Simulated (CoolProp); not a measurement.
Properties of CH2F2 (R32) along the isobar 1.01 bar.

The numbers come from the reference Helmholtz-energy equation of state, Tillner-Roth 1997 in CoolProp.

```json
[
 {"T (K)": "203.5", "phase": "liquid", "Z": "0.002462", "isothermal compressibility (1/MPa)": "0.001149", "expansivity (1/kK)": "2.090", "viscosity (µPa s)": "393", "Prandtl number": "3.00", "fugacity coefficient": "0.3577"},
 {"T (K)": "212.1", "phase": "liquid", "Z": "0.002406", "isothermal compressibility (1/MPa)": "0.001291", "expansivity (1/kK)": "2.176", "viscosity (µPa s)": "344", "Prandtl number": "2.71", "fugacity coefficient": "0.5892"},
 {"T (K)": "220.6", "phase": "liquid", "Z": "0.002357", "isothermal compressibility (1/MPa)": "?", "expansivity (1/kK)": "2.274", "viscosity (µPa s)": "304", "Prandtl number": "?", "fugacity coefficient": "0.9209"},
 {"T (K)": "229.1", "phase": "gas", "Z": "0.9643", "isothermal compressibility (1/MPa)": "10.29", "expansivity (1/kK)": "5.103", "viscosity (µPa s)": "10.2", "Prandtl number": "?", "fugacity coefficient": "0.9656"},
 {"T (K)": "237.6", "phase": "gas", "Z": "0.9696", "isothermal compressibility (1/MPa)": "10.22", "expansivity (1/kK)": "4.781", "viscosity (µPa s)": "10.6", "Prandtl number": "0.925", "fugacity coefficient": "0.9705"},
 {"T (K)": "246.2", "phase": "gas", "Z": "0.9739", "isothermal compressibility (1/MPa)": "10.17", "expansivity (1/kK)": "4.517", "viscosity (µPa s)": "11.0", "Prandtl number": "0.898", "fugacity coefficient": "0.9745"},
 {"T (K)": "254.7", "phase": "gas", "Z": "0.9773", "isothermal compressibility (1/MPa)": "10.14", "expansivity (1/kK)": "4.297", "viscosity (µPa s)": "11.4", "Prandtl number": "0.880", "fugacity coefficient": "0.9777"},
 {"T (K)": "263.2", "phase": "gas", "Z": "0.9801", "isothermal compressibility (1/MPa)": "10.11", "expansivity (1/kK)": "4.106", "viscosity (µPa s)": "11.8", "Prandtl number": "0.866", "fugacity coefficient": "0.9804"},
 {"T (K)": "271.8", "phase": "gas", "Z": "0.9824", "isothermal compressibility (1/MPa)": "10.08", "expansivity (1/kK)": "3.935", "viscosity (µPa s)": "12.2", "Prandtl number": "0.855", "fugacity coefficient": "0.9827"},
 {"T (K)": "280.3", "phase": "gas", "Z": "0.9844", "isothermal compressibility (1/MPa)": "10.06", "expansivity (1/kK)": "3.783", "viscosity (µPa s)": "12.6", "Prandtl number": "0.846", "fugacity coefficient": "0.9846"},
 {"T (K)": "288.8", "phase": "gas", "Z": "0.9861", "isothermal compressibility (1/MPa)": "10.04", "expansivity (1/kK)": "3.647", "viscosity (µPa s)": "12.9", "Prandtl number": "0.839", "fugacity coefficient": "0.9862"},
 {"T (K)": "297.4", "phase": "gas", "Z": "0.9875", "isothermal compressibility (1/MPa)": "10.03", "expansivity (1/kK)": "3.520", "viscosity (µPa s)": "13.3", "Prandtl number": "0.832", "fugacity coefficient": "0.9876"},
 {"T (K)": "305.9", "phase": "gas", "Z": "0.9888", "isothermal compressibility (1/MPa)": "10.01", "expansivity (1/kK)": "3.406", "viscosity (µPa s)": "13.7", "Prandtl number": "0.826", "fugacity coefficient": "0.9889"},
 {"T (K)": "314.4", "phase": "gas", "Z": "0.9898", "isothermal compressibility (1/MPa)": "10.00", "expansivity (1/kK)": "3.300", "viscosity (µPa s)": "14.1", "Prandtl number": "0.820", "fugacity coefficient": "0.9899"}
]
```

Question: Fill in the missing entries.

Answer: 
- 220.6, isothermal compressibility (1/MPa): 0.001456
- 220.6, Prandtl number: 2.48
- 229.1, Prandtl number: 0.968

Viscosity comes from a separate model (Bell 2016), an estimate that may be off by 10 % or more. Thermal conductivity comes from a separate model (Huber 2003), an estimate that may be off by 10 % or more.
